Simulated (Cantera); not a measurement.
A closed system holds: 1 mol Si, 0.0026 mol O2, 8 mol CO, held at 100 Torr.

These are equilibrium values from Cantera (NASA tables, ideal gas, pure condensed phases), not measurements of a reactor. Candidate condensed phases: C, Si, SiC, SiO2; 20 gas species. The tables hold silica as quartz up to 1696 K and as liquid above; real silica turns to tridymite and cristobalite and melts near 1996 K. Equilibrium is a limit: real reactors are often held back by kinetics, nucleation or transport.

Over these rows the condensed part is C(graphite) + SiO2(β-quartz). Partial pressures as log10 of bar:

| T (K) | 1000/T (1/K) | log p SiO | log p CO |
|---|---|---|---|
| 1350 | 0.7407 | -7.75 | -0.88 |
| 1375 | 0.7273 | -7.27 | -0.88 |
| 1400 | 0.7143 | ? | -0.88 |
| 1425 | 0.7018 | -6.37 | -0.88 |
| 1450 | 0.6897 | -5.94 | -0.88 |
| 1475 | 0.6780 | -5.52 | -0.88 |

Fit log p(SiO) = a + b·(1000/T) to the five rows, give the apparent enthalpy, and predict the row at 1400 K.

Means: 1000/T = 0.7075, log p = -6.570. Sxy = -0.096365, Sxx = 0.0027139, so b = -35.51 and a = -6.570 − (-35.51)×0.7075 = 18.55.
Apparent enthalpy: −19.145 × (-35.51) = 680 kJ/mol. With the condensed phases at unit activity, C(graphite) + SiO2(β-quartz) = SiO(g) + CO(g) links this pressure to the main gases: over the six rows their terms move log p by +0.00 in all, so the slope is close to that reaction's ΔH°. The five rows lie within 0.01 of the line.
Prediction at 1400 K: 18.55 + (-35.51)×0.7143 = -6.81. The computed value is -6.81, 0.00 from the line.
